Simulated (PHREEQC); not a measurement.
Solution (94 °C): 0.057 mol Cu(BF4)2, 0.0015 mol H2SO4 and 0.021 mol Na2SO4 per kg of water. Closed to the air; pH follows from the charge balance.

All values are PHREEQC results (ion-association model, wateq4f.dat), not measurements.

Precipitation was switched off in this run.

Q: What pH, ionic strength does the model give?

A: pH 2.81; ionic strength 0.194 mol/kgw.

Q: In which forms is Cu present?

A: Cu+2 82 %, CuSO4 16 %, CuF+ 2.5 % of the Cu.

Away from 25 °C the constants follow the database's enthalpies or fits; those with neither stay at their 25 °C values. Real BF4- forms and hydrolyses slowly; the run takes it at equilibrium.
